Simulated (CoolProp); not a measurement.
Vapour-liquid equilibrium of propane (1) + isobutane (2) at 224.8 K; x and y are mole fractions of (1).

Values from CoolProp's multi-fluid Helmholtz-energy mixture model, Lemmon 2009 and Bücker 2006; pair parameters Kunz 2012.

| x | bubble pressure, mixture model (MPa) | bubble pressure, Raoult's law (MPa) | y, mixture model | y, Raoult's law |
|---|---|---|---|---|
| 0.05 | 0.02137 | 0.02131 | 0.179 | 0.179 |
| 0.15 | 0.02709 | 0.02710 | 0.417 | 0.422 |
| 0.25 | 0.03268 | 0.03289 | 0.571 | 0.580 |
| 0.35 | 0.03824 | 0.03868 | 0.680 | 0.690 |
| 0.45 | 0.04384 | 0.04446 | 0.763 | 0.772 |
| 0.55 | 0.04953 | 0.05025 | 0.828 | 0.835 |
| 0.65 | 0.05533 | 0.05604 | 0.880 | 0.885 |
| 0.75 | 0.06125 | 0.06183 | 0.923 | 0.926 |
| 0.85 | 0.06725 | 0.06762 | 0.958 | 0.959 |
| 0.95 | 0.07329 | 0.07340 | 0.987 | 0.987 |

The largest gap from Raoult's law is -1.4 % in bubble pressure, at x = 0.55. No azeotrope shows between x = 0.05 and 0.95.

The pair parameters rest on a limited set of measurements; away from them the model extrapolates.
